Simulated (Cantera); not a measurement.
A perfectly stirred reactor is fed with CH4 : H2O : H2 = 1 : 0.73 : 0.12 (molar parts), at 4.93 atm; it is held at 1375 K, and followed from long to short residence time.

Model: GRI-Mech 3.0 (53 species, 325 reactions), integrated in Cantera. GRI-Mech 3.0 stops at C3 and has no aromatics, soot or wall deposition, so with more carbon than oxygen in the feed, carbon stays in small species such as C2H2 where larger ones or solid carbon would form.

x: mole fraction; the columns are a selection and need not sum to one.

| τ (s) | x CH4 | x H2O | x H2 | x H | x CH3 |
|---|---|---|---|---|---|
| 2.9 | 0.383 | 0.355 | 0.204 | 5.64e-7 | 2.10e-5 |
| 0.87 | 0.441 | 0.372 | 0.151 | 3.48e-7 | 2.01e-5 |
| 0.27 | 0.499 | 0.386 | 0.100 | 2.16e-7 | 2.11e-5 |
| 0.082 | 0.527 | 0.392 | 0.0757 | 1.60e-7 | 2.18e-5 |
| 0.025 | 0.537 | 0.394 | 0.0677 | 1.35e-7 | 2.09e-5 |
| 0.0076 | 0.539 | 0.395 | 0.0655 | 1.15e-7 | [?] |
| 0.0023 | 0.540 | 0.395 | 0.0650 | 9.79e-8 | [?] |
| 0.00071 | 0.540 | 0.395 | 0.0649 | 8.58e-8 | [?] |

Problem. Fill in the missing entries.

Solution. 
- 0.0076, x CH3: 1.85e-5
- 0.0023, x CH3: 1.59e-5
- 0.00071, x CH3: 1.39e-5
